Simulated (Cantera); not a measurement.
An adiabatic, constant-pressure homogeneous reactor starts with H₂ : O₂ : N₂ : H₂O = 1 : 0.595 : 2.24 : 0.61 (molar parts), equivalence ratio 0.84, at 1275 K and 10.0 bar.

Model: the H2/O2 subset of GRI-Mech 3.0, which has no nitrogen chemistry, integrated in Cantera. The hydrogen kinetics of GRI-Mech 3.0 are dated; newer H2 mechanisms differ, most at raised pressure.

Task: Predict: time of steepest temperature rise; temperature at 1.00 s; equilibrium temperature; x(H₂) at 1.00 s; x(O₂) at 1.00 s; x(H₂O) at 1.00 s; x(H₂O₂) at 1.00 s; x(OH) at 1.00 s; x(H) at 1.00 s; x(O) at 1.00 s.

Result: time of steepest temperature rise: 68.2 µs
temperature at 1.00 s: 2647 K
equilibrium temperature: 2647 K
x(H₂) at 1.00 s: 0.00916 (gas-phase equilibrium 0.00916)
x(O₂) at 1.00 s: 0.0244 (gas-phase equilibrium 0.0244)
x(H₂O) at 1.00 s: 0.387 (gas-phase equilibrium 0.387)
x(H₂O₂) at 1.00 s: 1.82e-6 (gas-phase equilibrium 1.82e-6)
x(OH) at 1.00 s: 0.0144 (gas-phase equilibrium 0.0144)
x(H) at 1.00 s: 0.00141 (gas-phase equilibrium 0.00141)
x(O) at 1.00 s: 0.00143 (gas-phase equilibrium 0.00143)
